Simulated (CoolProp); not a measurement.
Properties of octamethylcyclotetrasiloxane (D4) at several states.

The numbers come from the reference Helmholtz-energy equation of state, Thol 2015 in CoolProp.

```
T (K)  p (bar)   phase  speed of sound (m/s)  isothermal compressibility (1/MPa)
-----  -------  ------  --------------------  ----------------------------------
462.7    0.158     gas                   [?]                               63.94
316.2    0.112  liquid                   [?]                            0.001774
345       6.88  liquid                   [?]                            0.002247
```

Complete the blanks.


- 462.7, speed of sound (m/s): 113.7
- 316.2, speed of sound (m/s): 855.7
- 345, speed of sound (m/s): 769.5
